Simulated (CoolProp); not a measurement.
Propylene along the isobar 5.83 bar: fugacity coefficient from the reference equation and from simpler models built on Tc = 91.1 °C, pc = 45.55 bar, ω = 0.146; each cubic takes its own stable root.

The numbers come from the reference Helmholtz-energy equation of state, Lemmon 2013 in CoolProp.

```csv
T (°C),phase,reference
-49.65,liquid,0.1560
-21.85,liquid,0.4618
5.95,gas,0.8994
33.75,gas,0.9256
61.55,gas,0.9433
89.35,gas,0.9557
117.15,gas,0.9649
144.95,gas,0.9718
172.75,gas,0.9772
200.65,gas,0.9814
228.45,gas,0.9848
256.25,gas,0.9875
```

Question: How far does each simpler model (van der Waals, Redlich-Kwong, Soave-Redlich-Kwong, Peng-Robinson) lie from the reference over these 12 states: mean and median of the absolute difference, and the worst?

Answer: 
- van der Waals: mean 38.2 %, median 0.5 %, worst +353.5 % at -49.65 °C and 5.83 bar
- Redlich-Kwong: mean 4.3 %, median 0.1 %, worst +27.4 % at -49.65 °C and 5.83 bar
- Soave-Redlich-Kwong: mean 0.2 %, median 0.1 %, worst +0.6 % at -21.85 °C and 5.83 bar
- Peng-Robinson: mean 0.4 %, median 0.3 %, worst +1.0 % at -49.65 °C and 5.83 bar

At some of these states van der Waals gives the other phase, because its saturation line lies elsewhere.
